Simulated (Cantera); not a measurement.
Feed: 1 mol SiC, 0.56 mol H₂O, 1.5 mol N₂, 0.16 mol CO₂, at 1773.15 K and 0.00210 Torr.

These are equilibrium values from Cantera (NASA tables, ideal gas, pure condensed phases), not measurements of a reactor. Candidate condensed phases: C, C₆H₆, C₇H₈, C₈H₁₈, H₂O, Si, SiC, SiO₂, Si₂N₂O, Si₃N₄; 151 gas species. The tables' values for SiN are old estimates; treat these amounts as uncertain. Kinetics and transport are ignored.

Base state: N₂ 0.437, CO 0.207, H₂ 0.132, Si 0.110, H 0.0619, SiO 0.0493, Si₂C 0.00101, HCN 0.000190 (mole fractions); condensed: SiC(s).

What changes in the equilibrium state with this change: temperature from 1773.15 K to 1298 K?


```tsv
species	before	after
N₂	0.437	0.512
CO	0.207	0.251
H₂	0.132	0.223
Si	0.110	3.65e-7
H	0.0619	0.000303
SiO	0.0493	0.0136
Si₂C	0.00101	<1e-9
Si₂	8.88e-5	<1e-9
SiC(s), mol	0.445	0.531
Si₂N₂O(s), mol	0	0.217
```
N₂ is the only nitrogen source here; it is nearly inert below about 1500 K, so the nitride shown seldom forms there in practice. Mutual solubility and eutectic melting of coexisting phases are not modelled.

What changes in the equilibrium state with this change: SiC replaced by Si?


| species | before | after |
|---|---|---|
| N₂ | 0.437 | 0.451 |
| SiO | 0.0493 | 0.217 |
| H₂ | 0.132 | 0.137 |
| CO | 0.207 | 0.0481 |
| Si | 0.110 | 0.0839 |
| H | 0.0619 | 0.0630 |
| SiC₂ | 2.96e-5 | 3.64e-8 |
| Si₂C | 0.00101 | 2.36e-5 |
| HCN | 0.000190 | 7.89e-6 |
| Si₂ | 8.88e-5 | 5.14e-5 |
| Si₂N | 1.40e-5 | 8.26e-6 |
| SiC(s), mol | 0.445 | 0 |
